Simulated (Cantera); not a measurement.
A closed system holds: 1 mol FeS₂, 3 mol H₂, 3.5 mol H₂O, equilibrated at 27.0 Pa.

These are equilibrium values from Cantera (NASA tables, ideal gas, pure condensed phases), not measurements of a reactor. Candidate condensed phases: Fe, FeO, Fe(OH)₂, Fe(OH)₃, FeS, FeSO₄, FeS₂, Fe₂O₃, Fe₂(SO₄)₃, Fe₃O₄, H₂O, H₂SO₄, S; 22 gas species. Mutual solubility and eutectic melting of coexisting phases are not modelled. The tables' stoichiometric FeO is somewhat more stable than real wüstite, so its field is too wide. FeO, FeS: taken at fixed stoichiometry. Gases not in the tables: S₃ to S₇. Rates play no part.

**Question.** Which condensed phases are stable at each of these points (T (°C)): 650, 850, 1050, 1250, 1450, 1650, 1850?

**Answer.** 
```json
[
 {"T (°C)": "650", "condensed phases": "FeS(s)", "Fe condensed (%)": "100.0"},
 {"T (°C)": "850", "condensed phases": "FeS(s)", "Fe condensed (%)": "100.0"},
 {"T (°C)": "1050", "condensed phases": "FeS(s)", "Fe condensed (%)": "100.0"},
 {"T (°C)": "1250", "condensed phases": "FeO(s)", "Fe condensed (%)": "99.5"},
 {"T (°C)": "1450", "condensed phases": "Fe(δ) + FeO(l)", "Fe condensed (%)": "72.6"},
 {"T (°C)": "1650", "condensed phases": "gas only", "Fe condensed (%)": "0.0"},
 {"T (°C)": "1850", "condensed phases": "gas only", "Fe condensed (%)": "0.0"}
]
```

From 650 °C to 1050 °C the condensed part is FeS(s). At 1250 °C the condensed part is FeO(s). At 1450 °C the condensed part is Fe(δ) + FeO(l). From 1650 °C to 1850 °C nothing is condensed.
